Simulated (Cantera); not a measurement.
Input (Python, Cantera):

```python
import numpy as np
import cantera as ct

gas = ct.Solution("gri30.yaml")
gas.TPX = 1025, 160, {'H2': 0.012, 'O2': 1}
reactor = ct.IdealGasConstPressureReactor(gas, energy="off", clone=False)
net = ct.ReactorNet([reactor])
net.rtol, net.atol = 1e-08, 1e-18
show = ['H2', 'O2', 'HO2', 'H2O2', 'OH']
times = np.geomspace(3e-06, 10, 13)

steps = ct.SolutionArray(gas, extra=["t"])
rows = []
print(f"{'t/s':>10s}{'T/K':>9s}{'P/Pa':>11s}" + "".join(f"{s:>11s}" for s in show))
for t in times:
    while net.time < t:
        t_next = net.step()
        steps.append(gas.state, t=t_next)
    rows.append([np.interp(t, steps.t, y) for y in (steps.T, steps.P, *steps(*show).X.T)])
    print(f"{t:10.3e}{rows[-1][0]:9.1f}{rows[-1][1]:11.4g}" + "".join(f"{x:11.3e}" for x in rows[-1][2:]))
rate = np.gradient(steps.T, steps.t)
print("integrator steps:", len(steps.t))
if steps.T.max() > steps.T[0] + 200:
    print(f"time of steepest temperature rise: {steps.t[rate.argmax()]:.4e} s")
gas.TPX = 1025, 160, {'H2': 0.012, 'O2': 1}
gas.equilibrate("TP")
print(f"equilibrium (TP): T = {gas.T:.1f} K  " + "  ".join(f"{s} {gas[s].X[0]:.3e}" for s in show))
```

It prints:

```
       t/s      T/K       P/Pa         H2         O2        HO2       H2O2         OH
 3.000e-06   1025.0        160  1.186e-02  9.881e-01  7.975e-14  2.391e-21  1.329e-16
 1.049e-05   1025.0        160  1.186e-02  9.881e-01  2.788e-13  2.993e-20  1.655e-15
 3.667e-05   1025.0        160  1.186e-02  9.881e-01  9.748e-13  3.573e-19  1.952e-14
 1.282e-04   1025.0        160  1.186e-02  9.881e-01  3.408e-12  4.308e-18  2.263e-13
 4.481e-04   1025.0        160  1.186e-02  9.881e-01  1.192e-11  5.266e-17  2.419e-12
 1.567e-03   1025.0        160  1.186e-02  9.881e-01  4.168e-11  6.419e-16  2.015e-11
 5.477e-03   1025.0        160  1.186e-02  9.881e-01  1.458e-10  7.843e-15  1.253e-10
 1.915e-02   1025.0        160  1.186e-02  9.881e-01  5.132e-10  9.604e-14  1.540e-09
 6.694e-02   1025.0        160  1.185e-02  9.881e-01  7.048e-09  1.910e-12  1.741e-06
 2.340e-01   1025.0        160  1.030e-04  9.780e-01  3.125e-07  3.609e-09  5.865e-04
 8.182e-01   1025.0        160  5.442e-05  9.793e-01  2.661e-07  2.556e-09  4.602e-04
 2.860e+00   1025.0        160  3.529e-05  9.825e-01  2.255e-07  2.627e-09  3.708e-04
 1.000e+01   1025.0        160  1.175e-05  9.862e-01  1.400e-07  2.599e-09  2.144e-04
integrator steps: 816
equilibrium (TP): T = 1025.0 K  H2 5.462e-11  O2 9.881e-01  HO2 3.035e-10  H2O2 1.825e-12  OH 4.725e-07
```

Cantera simulation using GRI-Mech 3.0 (53 species, 325 reactions); the numbers are that mechanism's predictions, not measurements. Radical loss at walls, strong at low pressure, is not modelled.
